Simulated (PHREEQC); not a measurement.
Consider water at 45 °C with 83 mmol/kgw NH3, 0.9 mmol/kgw H4SiO4 and 4.5 mmol/kgw H3BO3. Closed to the air; pH follows from the charge balance.

Computed with PHREEQC (ion-association model, phreeqc.dat).

This is a speciation only: nothing precipitates in the calculation.

Task: Predict the pH.

Result: pH 9.91.

Task: In which forms is N present?

Result: NH3 94 %, NH4+ 5.9 % of the N.

Saturation is exceeded, for instance for Quartz (slow to form); the values hold only as long as no solid forms. At this temperature some constants are extrapolated from 25 °C, and those without enthalpy data are left unchanged.
